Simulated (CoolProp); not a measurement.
Vapour-liquid equilibrium of toluene (1) + o-xylene (2) at 459.7 K; x and y are mole fractions of (1).

Values from CoolProp's multi-fluid Helmholtz-energy mixture model, Lemmon 2006 and Zhou 2012; pair parameters Bell 2016.

```tsv
x	bubble pressure, mixture model (kPa)	bubble pressure, Raoult's law (kPa)	y, mixture model	y, Raoult's law
0.05	289.3	290.7	0.092	0.101
0.15	318.8	321.8	0.256	0.273
0.25	349.3	352.9	0.395	0.415
0.35	380.4	384.1	0.514	0.534
0.45	411.9	415.2	0.616	0.636
0.55	443.5	446.3	0.705	0.723
0.65	475.2	477.4	0.783	0.798
0.75	506.9	508.6	0.852	0.865
0.85	538.6	539.7	0.915	0.924
0.95	570.4	570.8	0.973	0.976
```

The largest gap from Raoult's law is -1.0 % in bubble pressure, at x = 0.25. No azeotrope shows between x = 0.05 and 0.95.

Pair parameters are fitted to limited data, so mixtures are less certain than the pure fluids.
